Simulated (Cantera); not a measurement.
A counterflow diffusion flame at 2.30 bar, nozzles 20 mm apart: fuel side 42.6 % CH4, 10.6 % C2H6, 46.8 % N2 at 475 K, oxidiser side 24.0 % O2, 76.0 % N2 at 823 K, fuel mass flux 0.97 times the oxidiser's; mixture-averaged transport, no radiation.

Detailed kinetics in Cantera: GRI-Mech 3.0 (53 species, 325 reactions). GRI-Mech 3.0 has no aromatics or soot, which form on the fuel side of real flames. The maximum strain rate includes the flame's own expansion and is several times the mean.

x: mole fraction; the columns are a selection and need not sum to one.

```tsv
oxidiser flux (kg/m²/s)	max strain (1/s)	mean strain (1/s)	T max (K)	peak x OH	peak x H	peak x NO	peak x CO	peak x C2H2
0.57	222	49.8	2390	0.0100	0.00336	0.000675	0.0695	0.0223
0.85	…	74.2	2363	0.0103	0.00359	…	0.0675	0.0215
1.2	446	105	2340	0.0105	0.00380	0.000537	0.0660	0.0207
1.8	…	157	2315	0.0106	0.00406	…	0.0645	0.0196
2.7	962	236	2293	0.0108	0.00433	0.000426	0.0634	0.0186
4	1400	349	2272	0.0108	0.00459	0.000373	0.0625	0.0174
5.8	1980	507	2249	0.0108	0.00481	0.000320	0.0618	0.0162
8.6	2880	751	2222	0.0106	0.00500	0.000261	0.0612	0.0147
```

Question: What belongs in the gaps?

Answer: 
- 0.85, max strain (1/s): 323
- 0.85, peak x NO: 0.000593
- 1.8, max strain (1/s): 655
- 1.8, peak x NO: 0.000480
